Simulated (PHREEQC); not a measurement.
2.4 g of hydrous ferric oxide (600 m²/g; 0.2 weak and 0.005 strong sites per Fe, Dzombak-Morel constants, diffuse double layer) in 1 kg of water with 0.3 mol/kgw of an inert sodium salt and 0.0033 mol/kgw BaCl2, at 25 °C; the pH is set by adding NaOH or the inert anion's acid. Oxygen is held at 0.21 atm. The system is closed to CO2. Nothing may precipitate in this run.

The numbers come from PHREEQC with the ion-association model, wateq4f.dat.

### Question
Predict Ba sorbed (%), surface charge σ (C/m²), surface potential ψ (mV) at pH = 4, 8.5.

### Answer
```json
[
 {"pH": "4", "Ba sorbed (%)": "0.0", "surface charge σ (C/m²)": "0.350", "surface potential ψ (mV)": "122"},
 {"pH": "8.5", "Ba sorbed (%)": "7.0", "surface charge σ (C/m²)": "-0.014", "surface potential ψ (mV)": "-11"}
]
```

Species that the database lacks are ignored.
